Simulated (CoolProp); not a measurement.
Propylene along the isotherm 74.15 °C: fugacity coefficient from the reference equation and from simpler models built on Tc = 91.1 °C, pc = 4.555 MPa, ω = 0.146; each cubic takes its own stable root.

Computed with CoolProp (reference Helmholtz-energy equation of state, Lemmon 2013).

```json
[
 {"p (MPa)": "0.144", "phase": "gas", "reference": "0.9874", "van der Waals": "0.9895", "Soave-Redlich-Kwong": "0.9875", "Peng-Robinson": "0.9863"},
 {"p (MPa)": "0.256", "phase": "gas", "reference": "0.9777", "van der Waals": "0.9813", "Soave-Redlich-Kwong": "0.9779", "Peng-Robinson": "0.9757"},
 {"p (MPa)": "0.455", "phase": "gas", "reference": "0.9605", "van der Waals": "0.9668", "Soave-Redlich-Kwong": "0.9608", "Peng-Robinson": "0.9569"},
 {"p (MPa)": "0.81", "phase": "gas", "reference": "0.9299", "van der Waals": "0.9410", "Soave-Redlich-Kwong": "0.9305", "Peng-Robinson": "0.9239"},
 {"p (MPa)": "1.44", "phase": "gas", "reference": "0.8761", "van der Waals": "0.8953", "Soave-Redlich-Kwong": "0.8773", "Peng-Robinson": "0.8664"},
 {"p (MPa)": "2.56", "phase": "gas", "reference": "0.7805", "van der Waals": "0.8133", "Soave-Redlich-Kwong": "0.7832", "Peng-Robinson": "0.7663"},
 {"p (MPa)": "4.55", "phase": "liquid", "reference": "0.5450", "van der Waals": "0.6215", "Soave-Redlich-Kwong": "0.5556", "Peng-Robinson": "0.5359"},
 {"p (MPa)": "8.1", "phase": "liquid", "reference": "0.3455", "van der Waals": "0.4175", "Soave-Redlich-Kwong": "0.3583", "Peng-Robinson": "0.3405"},
 {"p (MPa)": "14.4", "phase": "liquid", "reference": "0.2376", "van der Waals": "0.3123", "Soave-Redlich-Kwong": "0.2512", "Peng-Robinson": "0.2332"},
 {"p (MPa)": "25.6", "phase": "liquid", "reference": "0.1867", "van der Waals": "0.2794", "Soave-Redlich-Kwong": "0.2017", "Peng-Robinson": "0.1804"},
 {"p (MPa)": "45.5", "phase": "liquid", "reference": "0.1831", "van der Waals": "0.3375", "Soave-Redlich-Kwong": "0.2022", "Peng-Robinson": "0.1704"}
]
```
